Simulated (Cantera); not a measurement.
## CF4 (fluorocarbon and chlorocarbon gases)

Input: 1 mol CF4, held at 7.50 Torr.

Equilibrium computed with Cantera from the NASA thermochemical tables; the gas is ideal and each condensed phase is pure. Candidate condensed phases: C; 13 gas species. Gases not in the tables: C2F6 and larger saturated fluorocarbons. Rates play no part.

```json
[
 {"T (K)": "2348", "x F": "0.549", "x CF2": "0.264", "x CF4": "0.171", "x CF": "0.00271", "x CF3": "0.0127", "n C(graphite)": "0"},
 {"T (K)": "2373", "x F": "0.581", "x CF2": "0.279", "x CF4": "0.124", "x CF": "0.00359", "x CF3": "0.0117", "n C(graphite)": "0"},
 {"T (K)": "2398", "x F": "0.607", "x CF2": "0.291", "x CF4": "0.0871", "x CF": "0.00472", "x CF3": "0.0104", "n C(graphite)": "0"},
 {"T (K)": "2423", "x F": "0.626", "x CF2": "0.299", "x CF4": "0.0596", "x CF": "0.00616", "x CF3": "0.00916", "n C(graphite)": "0"},
 {"T (K)": "2448", "x F": "0.640", "x CF2": "0.304", "x CF4": "0.0400", "x CF": "0.00799", "x CF3": "0.00791", "n C(graphite)": "0"},
 {"T (K)": "2473", "x F": "0.650", "x CF2": "0.306", "x CF4": "0.0265", "x CF": "0.0103", "x CF3": "0.00675", "n C(graphite)": "0"},
 {"T (K)": "2498", "x F": "0.658", "x CF2": "0.306", "x CF4": "0.0175", "x CF": "0.0131", "x CF3": "0.00571", "n C(graphite)": "0"},
 {"T (K)": "2523", "x F": "0.663", "x CF2": "0.304", "x CF4": "0.0114", "x CF": "0.0166", "x CF3": "0.00480", "n C(graphite)": "0"},
 {"T (K)": "2548", "x F": "0.668", "x CF2": "0.300", "x CF4": "0.00749", "x CF": "0.0207", "x CF3": "0.00402", "n C(graphite)": "0"},
 {"T (K)": "2573", "x F": "0.671", "x CF2": "0.294", "x CF4": "0.00491", "x CF": "0.0257", "x CF3": "0.00335", "n C(graphite)": "0"},
 {"T (K)": "2598", "x F": "0.687", "x CF2": "0.277", "x CF4": "0.00322", "x CF": "0.0300", "x CF3": "0.00274", "n C(graphite)": "0.0286"},
 {"T (K)": "2623", "x F": "0.710", "x CF2": "0.252", "x CF4": "0.00210", "x CF": "0.0332", "x CF3": "0.00219", "n C(graphite)": "0.0788"},
 {"T (K)": "2648", "x F": "0.731", "x CF2": "0.228", "x CF4": "0.00136", "x CF": "0.0366", "x CF3": "0.00175", "n C(graphite)": "0.127"},
 {"T (K)": "2673", "x F": "0.751", "x CF2": "0.206", "x CF4": "0.000882", "x CF": "0.0402", "x CF3": "0.00138", "n C(graphite)": "0.172"}
]
```
x: gas mole fraction; n: condensed amount in mol.

From 2348 K to 2573 K nothing is condensed. From 2598 K to 2673 K the condensed part is C(graphite). The main C-bearing gas is CF2 throughout.
